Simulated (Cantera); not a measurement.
Input: 1 mol MgO, 1.1 mol C, 9.3 mol H2, at 1800 K and 5.30 bar.

These are equilibrium values from Cantera (NASA tables, ideal gas, pure condensed phases), not measurements of a reactor. Candidate condensed phases: C, C6H6, C7H8, C8H18, H2O, Mg, MgCO3, MgO, Mg(OH)2; 116 gas species. The tables' values for MgH are old estimates; treat these amounts as uncertain. Equilibrium is a limit: real reactors are often held back by kinetics, nucleation or transport.

Base state: H2 0.978, CO 0.00898, Mg 0.00872, CH4 0.00390, MgH 0.000269, C2H2 (acetylene) 0.000171, H 0.000154, C2H4 2.08e-5 (mole fractions); condensed: C(graphite) + MgO(s).

Problem. What changes in the equilibrium state with this change: temperature from 1800 K to 1400 K?

Solution. 
| species | before | after |
|---|---|---|
| H2 | 0.978 | 0.978 |
| CH4 | 0.00390 | 0.0219 |
| CO | 0.00898 | 2.44e-5 |
| Mg | 0.00872 | 2.44e-5 |
| MgH | 0.000269 | 5.12e-7 |
| H | 0.000154 | 2.09e-6 |
| C(graphite), mol | 0.975 | 0.900 |
| MgO(s), mol | 0.915 | 1.000 |
